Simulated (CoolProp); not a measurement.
R407C along the isobar 2.63 MPa: density (kg/m³) from the reference equation and from simpler models built on Tc = 86.2 °C, pc = 4.632 MPa, ω = 0.363; each cubic takes its own stable root.

The numbers come from the reference Helmholtz-energy equation of state, Lemmon 2003 in CoolProp. It is a pseudo-pure fit of the blend.

```csv
T (°C),phase,reference
-53.15,liquid,1415
-45.55,liquid,1392
-38.05,liquid,1370
-30.55,liquid,1347
-22.95,liquid,1323
-15.45,liquid,1298
-7.95,liquid,1273
-0.35,liquid,1247
7.15,liquid,1219
14.75,liquid,1190
22.25,liquid,1160
29.75,liquid,1127
```

Task: How far does each simpler model (van der Waals, Redlich-Kwong, Soave-Redlich-Kwong, Peng-Robinson) lie from the reference over these 12 states: mean and median of the absolute difference, and the worst?

Result: 
- van der Waals: mean 41.3 %, median 41.3 %, worst -41.6 % at 29.75 °C and 2.63 MPa
- Redlich-Kwong: mean 15.9 %, median 15.5 %, worst -18.3 % at 29.75 °C and 2.63 MPa
- Soave-Redlich-Kwong: mean 11.0 %, median 10.6 %, worst -12.4 % at 29.75 °C and 2.63 MPa
- Peng-Robinson: mean 0.9 %, median 0.9 %, worst +1.2 % at -22.95 °C and 2.63 MPa
